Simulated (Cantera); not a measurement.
Charge: 1 mol SiCl₄, 130 mol H₂, held at 133 Pa.

These are equilibrium values from Cantera (NASA tables, ideal gas, pure condensed phases), not measurements of a reactor. Candidate condensed phases: Si; 19 gas species. The tables' values for SiCl are old estimates; treat these amounts as uncertain. Gases not in the tables: Si₂H₆ and higher silanes. Equilibrium is a limit: real reactors are often held back by kinetics, nucleation or transport. All values below are at 1748 K.

Base state: H₂ 0.965, HCl 0.0254, H 0.00615, SiCl₂ 0.00224, Si 0.00109, Cl 0.000125, SiCl 0.000123, SiH 5.21e-5 (mole fractions); condensed: Si(l).

Problem. What changes in the equilibrium state with this change: H₂ from 130 to 840 mol?

Solution. 
| species | before | after |
|---|---|---|
| H₂ | 0.965 | 0.988 |
| H | 0.00615 | 0.00622 |
| HCl | 0.0254 | 0.00456 |
| SiCl₂ | 0.00224 | 6.52e-5 |
| Si | 0.00109 | 0.00102 |
| SiCl | 0.000123 | 2.02e-5 |
| Cl | 0.000125 | 2.21e-5 |
| SiH | 5.21e-5 | 4.91e-5 |
| SiH₂ | 1.98e-5 | 1.89e-5 |
| Si(l), mol | 0.531 | 0 |

Problem. What changes in the equilibrium state with this change: SiCl₄ replaced by (CH₃)₂SiCl₂?

Solution. 
```csv
species,before,after
H₂,0.965,0.979
HCl,0.0254,0.0148
H,0.00615,0.00619
SiCl₂,0.00224,1.40e-5
Si,0.00109,2.06e-5
C₂H₂ (acetylene),0,0.000111
SiCl,0.000123,1.33e-6
"Si(l), mol",0.531,0
"C(graphite), mol",0,0.975
"SiC(s), mol",0,0.995
```
The feed counts by its element totals alone. Further candidate phases: C, C₆H₆, C₇H₈, C₈H₁₈, SiC.
